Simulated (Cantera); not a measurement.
A Cantera script and its output.

```python
import numpy as np
import cantera as ct

surf = ct.Interface("ptcombust.yaml", "Pt_surf")
gas = surf.adjacent["gas"]
gas.TPX = 1025, 56000, {'CH4': 0.0042, 'O2': 0.038, 'N2': 0.79}
surf.TP = 1025, 56000
reactor = ct.FlowReactor(gas, clone=False)
reactor.area = 0.0001  # m2
reactor.surface_area_to_volume_ratio = 490  # 1/m
reactor.mass_flow_rate = 0.16 * reactor.area * gas.density  # inlet velocity 0.16 m/s
reactor.energy_enabled = False
wall = ct.ReactorSurface(surf, reactor, clone=False)
net = ct.ReactorNet([reactor])
net.rtol, net.atol = 1e-8, 1e-16
show, cover = ['CH4', 'O2', 'H2O', 'CO2', 'CO'], ['PT(S)', 'H(S)', 'O(S)', 'OH(S)', 'CO(S)', 'C(S)']

rows = []
print(f"{'z/m':>9s}{'u/(m/s)':>9s}" + "".join(f"{s:>13s}" for s in show + cover))
for z in [0.0001, 0.00019, 0.00033, 0.00059, 0.001, 0.0019, 0.0033, 0.0059, 0.01]:
    net.advance(z)
    rows.append([reactor.speed, *gas[show].X, *surf[cover].coverages])
    print(f"{z:9.4g}{rows[-1][0]:9.3g}" + "".join(f"{x:13.4e}" for x in rows[-1][1:]))
```

It prints:

```
      z/m  u/(m/s)          CH4           O2          H2O          CO2           CO        PT(S)         H(S)         O(S)        OH(S)        CO(S)         C(S)
   0.0001     0.16   4.7584e-03   4.5087e-02   5.7661e-04   2.8488e-04   3.3607e-06   3.0641e-01   1.2500e-07   6.9321e-01   3.6834e-04   7.1872e-06   5.0789e-08
  0.00019     0.16   4.5118e-03   4.4595e-02   1.0692e-03   5.3124e-04   3.1911e-06   3.0688e-01   1.6475e-07   6.9262e-01   4.8485e-04   6.8447e-06   4.8368e-08
  0.00033     0.16   4.1517e-03   4.3875e-02   1.7883e-03   8.9088e-04   2.9422e-06   3.0760e-01   2.1018e-07   6.9177e-01   6.1684e-04   6.3402e-06   4.4803e-08
  0.00059     0.16   3.5530e-03   4.2681e-02   2.9834e-03   1.4884e-03   2.5265e-06   3.0885e-01   2.7039e-07   6.9036e-01   7.8925e-04   5.4879e-06   3.8779e-08
    0.001     0.16   2.7711e-03   4.1121e-02   4.5432e-03   2.2681e-03   1.9798e-06   3.1055e-01   3.3488e-07   6.8848e-01   9.6999e-04   4.3465e-06   3.0712e-08
   0.0019     0.16   1.5898e-03   3.8768e-02   6.8976e-03   3.4446e-03   1.1447e-06   3.1325e-01   4.1721e-07   6.8556e-01   1.1935e-03   2.5549e-06   1.8051e-08
   0.0033     0.16   6.5821e-04   3.6913e-02   8.7528e-03   4.3712e-03   4.7802e-07   3.1549e-01   4.7501e-07   6.8316e-01   1.3448e-03   1.0794e-06   7.6237e-09
   0.0059     0.16   1.2502e-04   3.5851e-02   9.8151e-03   4.9015e-03   9.2920e-08   3.1682e-01   5.0634e-07   6.8176e-01   1.4248e-03   2.0794e-07   1.4652e-09
     0.01     0.16   8.9939e-06   3.5618e-02   1.0048e-02   5.0177e-03   8.4943e-09   3.1711e-01   5.1307e-07   6.8144e-01   1.4417e-03   1.5483e-08   1.0568e-10
```

Computed with Cantera and Deutschmann's 1995 Pt surface mechanism with GRI-Mech 3.0 gas chemistry. Catalytic surfaces can have several steady states; this one follows from the mechanism file's or the stated starting coverage. Mass transfer to the wall is taken as infinitely fast.
